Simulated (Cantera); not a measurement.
Input: 1 mol toluene, 0.22 mol H₂O, 0.49 mol CO₂, held at 877 °C and 1330 Pa.

Cantera equilibrium calculation (NASA polynomials, part measured and part estimated; ideal gas, pure solids and liquids). Candidate condensed phases: C, C₆H₆, C₇H₈, C₈H₁₈, H₂O; 110 gas species. Rates play no part.

Base state: H₂ 0.778, CO 0.221, CH₄ 0.000189, H₂O 0.000108, CO₂ 2.58e-5 (mole fractions); condensed: C(graphite).

What changes in the equilibrium state with this change: pressure from 1330 Pa to 25000 Pa?


```csv
species,before,after
H₂,0.778,0.774
CO,0.221,0.220
CH₄,0.000189,0.00351
H₂O,0.000108,0.00200
CO₂,2.58e-5,0.000476
"C(graphite), mol",6.29,6.28
```

What changes in the equilibrium state with this change: temperature from 877 °C to 2025 °C?


```json
[
 {"species": "H₂", "before": "0.778", "after": "0.713"},
 {"species": "CO", "before": "0.221", "after": "0.214"},
 {"species": "H", "before": "5.70e-7", "after": "0.0701"},
 {"species": "C₂H₂ (acetylene)", "before": "3.01e-8", "after": "0.00305"},
 {"species": "C₂H", "before": "<1e-9", "after": "1.35e-5"},
 {"species": "CO₂", "before": "2.58e-5", "after": "4.57e-9"},
 {"species": "H₂O", "before": "0.000108", "after": "8.54e-8"},
 {"species": "CH₄", "before": "0.000189", "after": "1.46e-6"},
 {"species": "C(graphite), mol", "before": "6.29", "after": "6.26"}
]
```

What changes in the equilibrium state with this change: temperature from 877 °C to 1602 °C?


| species | before | after |
|---|---|---|
| H₂ | 0.778 | 0.774 |
| CO | 0.221 | 0.221 |
| H | 5.70e-7 | 0.00499 |
| C₂H₂ (acetylene) | 3.01e-8 | 0.000245 |
| CO₂ | 2.58e-5 | 3.16e-8 |
| H₂O | 0.000108 | 4.55e-7 |
| CH₄ | 0.000189 | 4.84e-6 |
| C(graphite), mol | 6.29 | 6.29 |
